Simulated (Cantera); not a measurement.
A closed system holds: 1 mol SiC, 0.042 mol C, 3.7 mol H2, equilibrated at 1675 °C and 1 atm.

Cantera equilibrium calculation (NASA polynomials, part measured and part estimated; ideal gas, pure solids and liquids). Candidate condensed phases: C, C6H6, C7H8, C8H18, Si, SiC; 87 gas species. Equilibrium is a limit: real reactors are often held back by kinetics, nucleation or transport.

Base state: H2 0.998, H 0.00112, C2H2 (acetylene) 0.000538, CH4 0.000493, CH3 1.11e-5 (mole fractions); condensed: C(graphite) + SiC(s).

Question: What changes in the equilibrium state with this change: pressure from 1 atm to 21.8 Torr?

Answer: 
| species | before | after |
|---|---|---|
| H2 | 0.998 | 0.993 |
| H | 0.00112 | 0.00662 |
| C2H2 (acetylene) | 0.000538 | 0.000536 |
| CH4 | 0.000493 | 1.40e-5 |
| Si | 1.03e-6 | 3.61e-5 |
| CH3 | 1.11e-5 | 1.86e-6 |
| C(graphite), mol | 0.0361 | 0.0381 |
| SiC(s), mol | 1.000 | 1.000 |

Question: What changes in the equilibrium state with this change: pressure from 1 atm to 0.0615 Torr?

Answer: 
| species | before | after |
|---|---|---|
| H2 | 0.998 | 0.869 |
| H | 0.00112 | 0.116 |
| Si | 1.03e-6 | 0.0128 |
| CH4 | 0.000493 | 3.03e-8 |
| SiC2 | 3.34e-8 | 0.000413 |
| Si2C | 2.26e-8 | 0.000280 |
| CH3 | 1.11e-5 | 8.09e-8 |
| C(graphite), mol | 0.0361 | 0.0890 |
| SiC(s), mol | 1.000 | 0.945 |
